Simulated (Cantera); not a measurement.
# Adiabatic ignition

An adiabatic, constant-volume homogeneous reactor starts with CH4 : C2H6 : C3H8 : O2 : N2 = 1 : 0.24 : 0.3 : 4.52 : 17 (molar parts), equivalence ratio 0.96, at 1800 K and 1.40 bar.

Computed with Cantera and GRI-Mech 3.0 (53 species, 325 reactions). GRI-Mech 3.0 was tuned for natural gas; its chemistry of propane as a main component is partial and can be far from experiment. Above 3000 K some thermodynamic fits are extrapolated.

```
t (s)     T (K)  P (bar)   x CH4   x C2H6   x C3H8   x C2H4    x N2O
--------  -----  -------  ------  -------  -------  -------  -------
3.00e-6    1771     1.39  0.0418  0.00843  0.00900  0.00437  3.07e-9
1.15e-5    2269     1.89  0.0130  5.92e-5  1.56e-6  0.00438  1.05e-7
4.38e-5    2996     2.54  <1e-12   <1e-12   <1e-12   <1e-12  9.95e-7
0.000168   3021     2.55  <1e-12   <1e-12   <1e-12   <1e-12  1.21e-6
0.000641   3013     2.54  <1e-12   <1e-12   <1e-12   <1e-12  1.34e-6
0.00245    3013     2.54  <1e-12   <1e-12   <1e-12   <1e-12  1.35e-6
0.00936    3013     2.54  <1e-12   <1e-12   <1e-12   <1e-12  1.35e-6
0.0358     3013     2.54  <1e-12   <1e-12   <1e-12   <1e-12  1.35e-6
0.137      3013     2.54  <1e-12   <1e-12   <1e-12   <1e-12  1.35e-6
0.523      3013     2.54  <1e-12   <1e-12   <1e-12   <1e-12  1.35e-6
2.00       3013     2.54  <1e-12   <1e-12   <1e-12   <1e-12  1.35e-6
```
x: mole fraction; the columns are a selection and need not sum to one.

| Quantity | Value |
|---|---|
| time of steepest temperature rise | 12.3 µs |
| temperature at 2.00 s | 3013 K |
| equilibrium temperature | 3013 K |
| x(CH4) at 2.00 s | <1e-12 (gas-phase equilibrium <1e-12) |
| x(C2H6) at 2.00 s | <1e-12 (gas-phase equilibrium <1e-12) |
| x(C3H8) at 2.00 s | <1e-12 (gas-phase equilibrium <1e-12) |
